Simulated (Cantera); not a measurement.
Input (Python, Cantera):

```python
import numpy as np
import cantera as ct

gas = ct.Solution("gri30.yaml")


def delay(T, t_max=10):
    gas.TPX = T, 101325, {'CH4': 1, 'C2H6': 0.15, 'C3H8': 0.031, 'O2': 1.91, 'N2': 7.2, 'H2O': 0.79}
    reactor = ct.IdealGasReactor(gas, clone=False)
    net = ct.ReactorNet([reactor])
    net.rtol, net.atol = 1e-8, 1e-16
    while net.time < t_max:
        t_old, T_old = net.time, reactor.T
        net.step()
        if reactor.T > T + 400:  # ignition: a rise of 400 K
            return t_old + (T + 400 - T_old) / (reactor.T - T_old) * (net.time - t_old)
    return np.nan


taus = []
for T in [1125, 1225, 1325, 1425, 1525, 1625, 1725, 1825, 1925, 2025]:
    taus.append(delay(T))
    print(f"T0 = {T:6g} K   tau = {taus[-1]:.4e} s")
```

Output:

```
T0 =   1125 K   tau = 1.0176e-02 s
T0 =   1225 K   tau = 2.9099e-03 s
T0 =   1325 K   tau = 9.8057e-04 s
T0 =   1425 K   tau = 3.6321e-04 s
T0 =   1525 K   tau = 1.5063e-04 s
T0 =   1625 K   tau = 7.0995e-05 s
T0 =   1725 K   tau = 3.7917e-05 s
T0 =   1825 K   tau = 2.2601e-05 s
T0 =   1925 K   tau = 1.4746e-05 s
T0 =   2025 K   tau = 1.0340e-05 s
```

Detailed kinetics in Cantera: GRI-Mech 3.0 (53 species, 325 reactions).
